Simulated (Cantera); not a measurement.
Feed: 1 mol CH₄, 0.045 mol O₂, 17 mol N₂, equilibrated at 673 K and 0.150 bar.

These are equilibrium values from Cantera (NASA tables, ideal gas, pure condensed phases), not measurements of a reactor. Candidate condensed phases: C, C₆H₆, C₇H₈, C₈H₁₈, H₂O; 136 gas species. Equilibrium is a limit: real reactors are often held back by kinetics, nucleation or transport.

Question: What is the equilibrium state?

Answer: 
```
Quantity           Result
--------------  ---------
x(N₂)               0.906
x(H₂)              0.0760
x(CH₄)             0.0132
x(H₂O)            0.00405
x(CO)            0.000326
x(CO₂)           0.000213
x(NH₃)            4.03e-5
n(C(graphite))  0.742 mol
gas amount      18.76 mol
```
